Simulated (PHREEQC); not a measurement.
A PHREEQC speciation (ion-association model, wateq4f.dat) at 25 °C gives pH 4.44 and these molalities:

```tsv
species	mol/kgw
CuSO4	0.0990
SO4-2	0.0909
Cu+2	0.0908
HSO4-	0.000108
Cu2(OH)2+2	7.20e-5
H+	4.67e-5
```

Q: What are the element totals, and what could have been dissolved in 1 kg of water to give them?

A: Several could match; the one computed here: totals Cu(2) 0.190, S(6) 0.190 mol/kgw, from 0.19 mol CuSO4 per kg of water.

Precipitation was switched off in this run. Saturation is exceeded, for instance for Antlerite, Brochantite; the values hold only as long as no solid forms. Species that the database lacks are ignored.
